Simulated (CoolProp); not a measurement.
Properties of isohexane at several states.

Computed with CoolProp (reference Helmholtz-energy equation of state, Lemmon 2006). It is a short technical equation, of lower accuracy than the large ones.

```csv
T (°C),p (MPa),phase,Z,cv (kJ/(kg K)),speed of sound (m/s),Joule-Thomson coefficient (K/MPa),isothermal compressibility (1/MPa),fugacity coefficient
38.95,0.163,liquid,…,1.787,…,…,0.002092,0.2925
13.35,2.45,liquid,…,1.683,…,-0.4292,0.001569,0.007836
175.55,0.219,gas,…,…,205.4,10.86,4.745,…
```

Question: Some entries are withheld; supply them.

Answer: 
- 38.95, Z: 0.008515
- 38.95, speed of sound (m/s): 984.4
- 38.95, Joule-Thomson coefficient (K/MPa): -0.3670
- 13.35, Z: 0.1339
- 13.35, speed of sound (m/s): 1116
- 175.55, Z: 0.9634
- 175.55, cv (kJ/(kg K)): 2.257
- 175.55, fugacity coefficient: 0.9647
